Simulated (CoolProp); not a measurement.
Properties of diethyl ether along the isobar 2.37 MPa.

Computed with CoolProp (reference Helmholtz-energy equation of state, Thol 2014).

```tsv
T (K)	phase	Z	fugacity coefficient
279.7	liquid	0.1033	0.01528
290.1	liquid	0.1011	0.02356
300.6	liquid	0.09924	0.03511
311	liquid	0.09757	0.05040
321.4	liquid	0.09612	0.07019
331.9	liquid	0.09487	0.09541
342.3	liquid	0.09383	0.1262
352.7	liquid	0.09301	0.1632
363.2	liquid	0.09241	0.2073
373.6	liquid	0.09205	0.2579
384	liquid	0.09196	0.3154
394.5	liquid	0.09219	0.3804
404.9	liquid	0.09281	0.4513
415.3	liquid	0.09396	0.5282
425.8	liquid	0.09592	0.6111
```
